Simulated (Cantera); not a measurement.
A diamond (100) surface in a fixed gas of H2 with x(CH4) = 0.0064, x(H) = 0.00049, x(CH3) = 0.0004, 24.0 Torr; coverages are run to steady state.

Model: the Harris–Goodwin 1993 mechanism for the reconstructed diamond (100) surface, integrated in Cantera.

One state of this run: growth (µm/h) = 0.702; θ c6HH = 0.485; θ c6H* = 0.0354; θ c6*H = 0.453; θ c6** = 0.0155; θ c6HM = 0.00368. θ: site fractions in the mechanism's names (c6HH fully hydrogenated, c6H* and c6*H radical sites, c6** diradical, c6HM methylated).

Question: Which value of T (K) does it belong to?
A) 1200
B) 1125
C) 1050
D) 1275

Answer: A, 1200
